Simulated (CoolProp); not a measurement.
Computed with CoolProp (reference Helmholtz-energy equation of state, Gao 2022).

### Question
Give the vapour pressure (MPa), liquid density (kg/m³), vapour density (kg/m³), liquid cp (kJ/(kg K)) of saturated n-perfluorohexane at 284.3, 361.2 K.

### Answer
| T (K) | p (MPa) | liquid density (kg/m³) | vapour density (kg/m³) | liquid cp (kJ/(kg K)) |
|---|---|---|---|---|
| 284.3 | 0.0154 | 1720 | 2.24 | 1.03 |
| 361.2 | 0.259 | 1470 | 33.4 | 1.15 |
